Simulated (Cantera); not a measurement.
**SF₆ + SO₂ + H₂ (abatement and gas-phase synthesis)**

Charge: 1 mol SF₆, 0.18 mol SO₂, 0.96 mol H₂, equilibrated at 0.0100 bar.

Equilibrium computed with Cantera from the NASA thermochemical tables; the gas is ideal and each condensed phase is pure. Candidate condensed phases: H₂O, H₂SO₄, S; 71 gas species. Ions and electrons are included (thermal ionisation). Kinetics and transport are ignored.

```tsv
T (K)	log p F	log p HF	log p H	log p S	log p O	log p SO	log p S₂
2500	-2.24	-2.56	-6.20	-3.17	-4.93	-3.41	-3.63
2750	-2.25	-2.57	-5.08	-2.98	-4.14	-3.44	-4.07
3000	-2.25	-2.60	-4.16	-2.88	-3.61	-3.66	-4.57
3250	-2.25	-2.68	-3.44	-2.85	-3.42	-4.15	-5.08
3500	-2.23	-2.90	-2.99	-2.86	-3.39	-4.75	-5.61
3750	-2.21	-3.27	-2.80	-2.88	-3.40	-5.32	-6.10
4000	-2.20	-3.72	-2.73	-2.90	-3.41	-5.81	-6.51
4250	-2.20	-4.15	-2.71	-2.90	-3.42	-6.24	-6.86
4500	-2.20	-4.56	-2.70	-2.90	-3.42	-6.61	-7.16
4750	-2.20	-4.92	-2.69	-2.90	-3.42	-6.94	-7.44
5000	-2.20	-5.25	-2.69	-2.91	-3.42	-7.24	-7.68
```
log p: log10 of the partial pressure in bar; nothing condenses.

From 2500 K to 5000 K nothing is condensed.
